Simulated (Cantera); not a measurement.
Input (Python, Cantera):

```python
import numpy as np
import cantera as ct

gas = ct.Solution("gri30.yaml")


def delay(T, t_max=10):
    gas.TPX = T, 130000, {'CH4': 1, 'C2H6': 0.035, 'O2': 1.42, 'N2': 5.32}
    reactor = ct.IdealGasReactor(gas, clone=False)
    net = ct.ReactorNet([reactor])
    net.rtol, net.atol = 1e-8, 1e-16
    while net.time < t_max:
        t_old, T_old = net.time, reactor.T
        net.step()
        if reactor.T > T + 400:  # ignition: a rise of 400 K
            return t_old + (T + 400 - T_old) / (reactor.T - T_old) * (net.time - t_old)
    return np.nan


taus = []
for T in [1350, 1425, 1500, 1575, 1650]:
    taus.append(delay(T))
    print(f"T0 = {T:6g} K   tau = {taus[-1]:.4e} s")

# d ln(tau) / d ln(k), from doubling and halving each rate constant
T, sens = 1650, []
for i in range(gas.n_reactions):
    gas.set_multiplier(2.0, i)
    up = delay(T)
    gas.set_multiplier(0.5, i)
    down = delay(T)
    gas.set_multiplier(1.0, i)
    sens.append((np.log(up / down) / np.log(4.0), gas.reaction(i).equation))
sens.sort(key=lambda x: -abs(x[0]))
print(f"sensitivities at {T} K")
for s, eq in sens[:10]:
    print(f"{s:8.3f}  {eq}")
```

It prints:

```
T0 =   1350 K   tau = 2.5962e-03 s
T0 =   1425 K   tau = 1.0737e-03 s
T0 =   1500 K   tau = 4.6986e-04 s
T0 =   1575 K   tau = 2.2228e-04 s
T0 =   1650 K   tau = 1.1536e-04 s
sensitivities at 1650 K
  -0.395  H + O2 <=> O + OH
   0.277  CH4 + H <=> CH3 + H2
  -0.271  CH3 + O2 <=> CH3O + O
  -0.170  2 CH3 <=> C2H5 + H
  -0.170  CH3 + HO2 <=> CH3O + OH
  -0.121  CH3 + O2 <=> CH2O + OH
  -0.112  CH3O + O2 <=> CH2O + HO2
   0.103  CH4 + OH <=> CH3 + H2O
   0.096  CH2O + H (+M) <=> CH3O (+M)
  -0.087  CH2O + CH3 <=> CH4 + HCO
```

Model: GRI-Mech 3.0 (53 species, 325 reactions), integrated in Cantera.
